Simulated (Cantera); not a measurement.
Gas mixture: 5.55 % CO2, 16.6 % C2H4, 63.2 % CH4, 14.7 % CH3OH, at 500000 Pa, frozen composition.

Cantera's kinetic-theory transport with the Lennard-Jones parameters of GRI-Mech 3.0, ideal gas; thermal conductivity in the multicomponent form. Polar gases are described roughly by these parameters. The composition is frozen, though it would react at the higher temperatures.

D: mixture-averaged diffusion coefficient of that species in the mixture.

```
T (K)  ρ (kg/m³)  cp (J/kg/K)  μ (µPa s)  λ (mW/m/K)     Pr  D (cm²/s) C2H2  D (cm²/s) H2O  D (cm²/s) CH3
-----  ---------  -----------  ---------  ----------  -----  --------------  -------------  -------------
400         3.30         2014       14.5        42.0  0.695          0.0525         0.0700         0.0698
550         2.40         2476       18.9        66.6  0.703          0.0939          0.130          0.123
700         1.88         2902       22.9        93.9  0.706           0.144          0.205          0.188
850         1.55         3251       26.5         121  0.708           0.202          0.293          0.262
1000        1.32         3569        [?]         [?]  0.709             [?]            [?]            [?]
1150        1.15         3829        [?]         [?]  0.710             [?]            [?]            [?]
```

Complete the blanks.


- 1000, μ (µPa s): 29.8
- 1000, λ (mW/m/K): 150
- 1000, D (cm²/s) C2H2: 0.267
- 1000, D (cm²/s) H2O: 0.393
- 1000, D (cm²/s) CH3: 0.346
- 1150, μ (µPa s): 32.9
- 1150, λ (mW/m/K): 177
- 1150, D (cm²/s) C2H2: 0.339
- 1150, D (cm²/s) H2O: 0.503
- 1150, D (cm²/s) CH3: 0.439
